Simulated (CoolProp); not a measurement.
Vapour-liquid equilibrium of hydrogen chloride (1) + propane (2) at 224 K; x and y are mole fractions of (1).

The numbers come from the multi-fluid Helmholtz-energy mixture model, Thol 2018 and Lemmon 2009; pair parameters Bell 2016 in CoolProp.

```csv
x,"bubble pressure, mixture model (bar)","bubble pressure, Raoult's law (bar)","y, mixture model","y, Raoult's law"
0.05,1.383,0.9703,…,0.281
0.2,2.888,1.677,0.774,0.649
0.35,3.793,2.383,…,0.800
0.5,4.310,3.090,…,0.881
0.65,4.652,3.796,…,0.932
0.8,…,4.503,…,0.967
0.95,5.325,5.209,…,0.993
```

Q: Fill in the missing entries.

A: 
- 0.05, y, mixture model: 0.482
- 0.35, y, mixture model: 0.843
- 0.5, y, mixture model: 0.875
- 0.65, y, mixture model: 0.897
- 0.8, bubble pressure, mixture model (bar): 4.970
- 0.8, y, mixture model: 0.924
- 0.95, y, mixture model: 0.973

The largest gap from Raoult's law is +72.2 % in bubble pressure, at x = 0.2. No azeotrope shows between x = 0.05 and 0.95.

Pair parameters are fitted to limited data, so mixtures are less certain than the pure fluids. With so large a gap from Raoult's law the liquid may split in two, which this calculation doesn't test in full.
